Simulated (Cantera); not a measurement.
Input: 1 mol Cu, 0.62 mol NH3, 9.9 mol H2, held at 160 Pa.

Method: chemical equilibrium by Gibbs-energy minimisation in Cantera with the NASA 1993 tables (ideal gas, pure condensed phases). Candidate condensed phases: Cu; 11 gas species. Kinetics and transport are ignored. All values below are at 2023 K.

Base state: H2 0.851, Cu 0.0806, H 0.0438, N2 0.0250 (mole fractions); condensed: gas only.

Question: What changes in the equilibrium state with this change: NH3 from 0.62 to 0.18 mol?

Answer: 
```json
[
 {"species": "H2", "before": "0.851", "after": "0.861"},
 {"species": "Cu", "before": "0.0806", "after": "0.0868"},
 {"species": "H", "before": "0.0438", "after": "0.0441"},
 {"species": "N2", "before": "0.0250", "after": "0.00782"},
 {"species": "Cu2", "before": "8.72e-6", "after": "1.01e-5"}
]
```

Question: What changes in the equilibrium state with this change: Cu replaced by Si?

Answer: 
```csv
species,before,after
H2,0.851,0.892
H,0.0438,0.0448
Si,0,0.0356
Cu,0.0806,0
N2,0.0250,0.0261
SiH,0,0.000864
Si2,0,0.000389
SiH2,0,0.000108
Si3,0,8.25e-5
"Si(l), mol",0,0.553
```
The tables' values for SiN are old estimates; treat these amounts as uncertain. Gases not in the tables: Si2H6 and higher silanes. Further candidate phases: Si, Si3N4.
